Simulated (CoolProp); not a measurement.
Vapour-liquid equilibrium of R22 (1) + R152A (2) at -81.55 °C; x and y are mole fractions of (1).

The numbers come from the multi-fluid Helmholtz-energy mixture model, Kamei 1995 and Outcalt 1996; pair parameters Bell 2016 in CoolProp.

```json
[
 {"x": "0.05", "bubble pressure, mixture model (bar)": "[?]", "bubble pressure, Raoult's law (bar)": "0.03472", "y, mixture model": "0.113", "y, Raoult's law": "0.133"},
 {"x": "0.15", "bubble pressure, mixture model (bar)": "0.03858", "bubble pressure, Raoult's law (bar)": "0.04082", "y, mixture model": "[?]", "y, Raoult's law": "0.340"},
 {"x": "0.25", "bubble pressure, mixture model (bar)": "[?]", "bubble pressure, Raoult's law (bar)": "0.04692", "y, mixture model": "[?]", "y, Raoult's law": "0.494"},
 {"x": "0.35", "bubble pressure, mixture model (bar)": "0.04892", "bubble pressure, Raoult's law (bar)": "0.05302", "y, mixture model": "0.586", "y, Raoult's law": "0.612"},
 {"x": "0.45", "bubble pressure, mixture model (bar)": "[?]", "bubble pressure, Raoult's law (bar)": "0.05911", "y, mixture model": "[?]", "y, Raoult's law": "0.705"},
 {"x": "0.55", "bubble pressure, mixture model (bar)": "0.06099", "bubble pressure, Raoult's law (bar)": "0.06521", "y, mixture model": "0.780", "y, Raoult's law": "0.781"},
 {"x": "0.65", "bubble pressure, mixture model (bar)": "[?]", "bubble pressure, Raoult's law (bar)": "0.07131", "y, mixture model": "0.851", "y, Raoult's law": "0.845"},
 {"x": "0.75", "bubble pressure, mixture model (bar)": "0.07469", "bubble pressure, Raoult's law (bar)": "0.07741", "y, mixture model": "[?]", "y, Raoult's law": "0.898"},
 {"x": "0.85", "bubble pressure, mixture model (bar)": "0.08190", "bubble pressure, Raoult's law (bar)": "0.08351", "y, mixture model": "0.952", "y, Raoult's law": "0.943"},
 {"x": "0.95", "bubble pressure, mixture model (bar)": "0.08912", "bubble pressure, Raoult's law (bar)": "0.08961", "y, mixture model": "0.986", "y, Raoult's law": "0.982"}
]
```

Q: What belongs in the gaps?

A: 
- 0.05, bubble pressure, mixture model (bar): 0.03392
- 0.15, y, mixture model: 0.303
- 0.25, bubble pressure, mixture model (bar): 0.04355
- 0.25, y, mixture model: 0.458
- 0.45, bubble pressure, mixture model (bar): 0.05473
- 0.45, y, mixture model: 0.693
- 0.65, bubble pressure, mixture model (bar): 0.06767
- 0.75, y, mixture model: 0.908

The largest gap from Raoult's law is -7.7 % in bubble pressure, at x = 0.35. No azeotrope shows between x = 0.05 and 0.95.

Pair parameters are fitted to limited data, so mixtures are less certain than the pure fluids.
